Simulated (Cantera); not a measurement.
Input: 1 mol borazine, a varied amount of H2, at 2023 K and 0.170 bar.

Points: n(H2) (mol) = 14, 38, 61, 84, 110, 130, 150.

Cantera's Mixture.equilibrate('TP', solver="vcs", rtol=1e-11, max_steps=5000) on the NASA tables stopped like this:

```
T = 2023 K  P = 17000 Pa  n(H2) = 14 mol  gas = 17.06 mol
   x: H2 9.939e-01  H 4.592e-03  N2 9.721e-04  BH2 5.300e-04  BH3 1.553e-05
   condensed (mol): B(b) 0.02382  BN(s) 2.967
T = 2023 K  P = 17000 Pa  n(H2) = 38 mol  gas = 41.13 mol
   x: H2 9.939e-01  H 4.592e-03  N2 9.721e-04  BH2 5.300e-04  BH3 1.553e-05
   condensed (mol): B(b) 0.05745  BN(s) 2.92
ERROR: FAILURE its = 5001!

*******************************************************************************
CanteraError thrown by MultiPhase::equilibrate:
VCS solver failed. Return code: -1
*******************************************************************************
```

Task: What got this run through?

Result: One answer among several that fit: The failure is numerical, not chemical. The same input converged with solver="gibbs", rtol=1e-10, max_steps=50000, and the result passed a check of the equilibrium conditions:
```
T = 2023 K  P = 17000 Pa  n(H2) = 14 mol  gas = 17.06 mol
   x: H2 9.939e-01  H 4.592e-03  N2 9.721e-04  BH2 5.300e-04  BH3 1.553e-05
   condensed (mol): B(b) 0.02382  BN(s) 2.967
T = 2023 K  P = 17000 Pa  n(H2) = 38 mol  gas = 41.13 mol
   x: H2 9.939e-01  H 4.592e-03  N2 9.721e-04  BH2 5.300e-04  BH3 1.553e-05
   condensed (mol): B(b) 0.05745  BN(s) 2.92
T = 2023 K  P = 17000 Pa  n(H2) = 61 mol  gas = 64.21 mol
   x: H2 9.939e-01  H 4.592e-03  N2 9.721e-04  BH2 5.300e-04  BH3 1.553e-05
   condensed (mol): B(b) 0.08968  BN(s) 2.875
T = 2023 K  P = 17000 Pa  n(H2) = 84 mol  gas = 87.28 mol
   x: H2 9.939e-01  H 4.592e-03  N2 9.721e-04  BH2 5.300e-04  BH3 1.553e-05
   condensed (mol): B(b) 0.1219  BN(s) 2.83
T = 2023 K  P = 17000 Pa  n(H2) = 110 mol  gas = 113.4 mol
   x: H2 9.939e-01  H 4.592e-03  N2 9.721e-04  BH2 5.300e-04  BH3 1.553e-05
   condensed (mol): B(b) 0.1583  BN(s) 2.78
T = 2023 K  P = 17000 Pa  n(H2) = 130 mol  gas = 133.4 mol
   x: H2 9.939e-01  H 4.592e-03  N2 9.721e-04  BH2 5.300e-04  BH3 1.553e-05
   condensed (mol): B(b) 0.1864  BN(s) 2.741
T = 2023 K  P = 17000 Pa  n(H2) = 150 mol  gas = 153.5 mol
   x: H2 9.939e-01  H 4.592e-03  N2 9.721e-04  BH2 5.300e-04  BH3 1.553e-05
   condensed (mol): B(b) 0.2144  BN(s) 2.702
```

The gas is ideal and each condensed phase is pure. The feed counts by its element totals alone. Mutual solubility and eutectic melting of coexisting phases are not modelled. The tables' values for BH2 are old estimates; treat these amounts as uncertain. Gases not in the tables: B2H6 and higher boranes.
